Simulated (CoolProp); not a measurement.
Vapour-liquid equilibrium of octamethyltrisiloxane (MDM) (1) + octamethylcyclotetrasiloxane (D4) (2) at 31.4 kPa; x and y are mole fractions of (1).

Computed with CoolProp (multi-fluid Helmholtz-energy mixture model, Thol 2017 and Thol 2015; pair parameters Bell 2016).

```tsv
x	bubble temperature, mixture model (°C)	bubble temperature, Raoult's law (°C)	y, mixture model	y, Raoult's law
0.05	…	133.5	0.099	0.095
0.125	131.0	131.3	0.227	0.223
0.2	128.9	129.3	0.337	0.336
0.275	127.0	127.4	0.433	0.437
0.35	…	125.6	0.519	0.525
0.425	123.6	123.8	0.596	0.605
0.5	…	122.2	0.665	0.676
0.575	…	120.6	0.729	0.739
0.65	119.1	119.1	0.788	0.796
0.725	117.7	117.7	0.841	0.848
0.8	116.3	116.3	0.890	0.895
0.875	115.0	115.0	…	0.937
0.95	113.8	113.7	0.975	0.976
```

Task: What belongs in the gaps?

Result: 
- 0.05, bubble temperature, mixture model (°C): 133.3
- 0.35, bubble temperature, mixture model (°C): 125.3
- 0.5, bubble temperature, mixture model (°C): 122.0
- 0.575, bubble temperature, mixture model (°C): 120.5
- 0.875, y, mixture model: 0.935

The largest gap from Raoult's law is -0.4 K in bubble temperature, at x = 0.2. No azeotrope shows between x = 0.05 and 0.95.

Pair parameters are fitted to limited data, so mixtures are less certain than the pure fluids.
